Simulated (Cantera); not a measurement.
Charge: 1 mol SiC, 0.0041 mol H₂O, 300 mol N₂, equilibrated at 7.50 Torr.

Equilibrium computed with Cantera from the NASA thermochemical tables; the gas is ideal and each condensed phase is pure. Candidate condensed phases: C, C₆H₆, C₇H₈, C₈H₁₈, H₂O, Si, SiC, SiO₂, Si₂N₂O, Si₃N₄; 151 gas species. The tables' values for SiN are old estimates; treat these amounts as uncertain. Equilibrium is a limit: real reactors are often held back by kinetics, nucleation or transport.

x: gas mole fraction; n: condensed amount in mol.

```tsv
T (K)	x N₂	x Si	x SiC₂	x Si₂C	x CN	x SiN	x H	n C(graphite)	n SiC(s)
2023	1.000	0.000339	1.56e-5	1.02e-5	7.60e-6	8.37e-6	1.38e-5	0.0919	0.884
2048	0.999	___	___	___	___	1.15e-5	1.44e-5	___	0.830
2073	0.999	0.000709	4.07e-5	2.61e-5	1.41e-5	1.56e-5	1.49e-5	0.200	0.753
2098	0.999	0.00101	6.46e-5	4.11e-5	1.91e-5	2.11e-5	1.54e-5	0.289	0.644
2123	0.998	0.00143	0.000101	6.38e-5	2.56e-5	2.82e-5	1.59e-5	0.411	0.490
2148	0.998	0.00201	0.000157	9.81e-5	3.40e-5	3.76e-5	1.63e-5	0.579	0.275
2173	0.997	0.00273	___	___	___	4.86e-5	1.67e-5	0.789	0
2198	0.997	0.00277	0.000264	0.000116	5.90e-5	4.68e-5	1.71e-5	0.775	0
```

### Question
Complete the blanks.

### Answer

- 2173, x SiC₂: 0.000237
- 2173, x Si₂C: 0.000143
- 2173, x CN: 4.50e-5
- 2048, x Si: 0.000493
- 2048, x SiC₂: 2.54e-5
- 2048, x Si₂C: 1.65e-5
- 2048, x CN: 1.04e-5
- 2048, n C(graphite): 0.137
